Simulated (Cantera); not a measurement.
## Thermodynamics of silicon nitride deposition, feed SiF4 + NH3

Feed: 1 mol SiF4, a varied amount of NH3, equilibrated at 10.0 Torr.

Equilibrium computed with Cantera from the NASA thermochemical tables; the gas is ideal and each condensed phase is pure. Candidate condensed phases: Si, Si3N4; 37 gas species. The tables' values for SiF2, SiF3 are old estimates. Rates play no part.

Stable condensed phases:

```
T in °C \ n(NH3) in mol
         0.23 0.32 0.44  0.6 0.82  1.1  1.5  2.1  2.9  3.9  5.3  7.3
   1525     A    A    A    A    A    A    A    A    A    A    A    A
   1475     A    A    A    A    A    A    A    A    A    A    A    A
   1425     A    A    A    A    A    A    A    A    A    A    A    A
   1375     A    A    A    A    A    A    A    A    A    A    A    A
   1325     A    A    A    A    A    A    A    A    A    A    A    A
   1275     A    A    A    A    A    A    A    A    A    A    A    A
   1225     A    A    A    A    A    A    A    A    A    A    A    A
   1175     A    A    A    A    A    A    A    A    A    A    A    A
   1125     A    A    A    A    A    A    A    A    A    A    A    A
   1075     A    A    A    A    A    A    A    A    A    A    A    B
   1025     A    A    A    A    A    A    A    A    A    B    B    B
    975     A    A    A    A    A    A    A    B    B    B    B    B
```

A: gas only; B: Si3N4.
